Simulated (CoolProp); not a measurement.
Vinyl chloride along the isotherm 156.85 °C: fugacity coefficient from the reference equation and from simpler models built on Tc = 151.9 °C, pc = 56.00 bar, ω = 0.160; each cubic takes its own stable root.

The numbers come from the reference Helmholtz-energy equation of state, Thol 2022 in CoolProp.

```csv
p (bar),phase,reference
15.6,gas,0.9139
31.1,gas,0.8286
46.7,gas,0.7409
62.2,supercritical,0.6418
77.8,supercritical,0.5409
93.3,supercritical,0.4726
109,supercritical,0.4230
124,supercritical,0.3875
140,supercritical,0.3583
```

**Question.** How far does each simpler model (van der Waals, Redlich-Kwong) lie from the reference over these 9 states: mean and median of the absolute difference, and the worst?

**Answer.** 
- van der Waals: mean 5.9 %, median 5.4 %, worst +12.8 % at 156.85 °C and 140 bar
- Redlich-Kwong: mean 1.3 %, median 0.8 %, worst +3.0 % at 156.85 °C and 140 bar
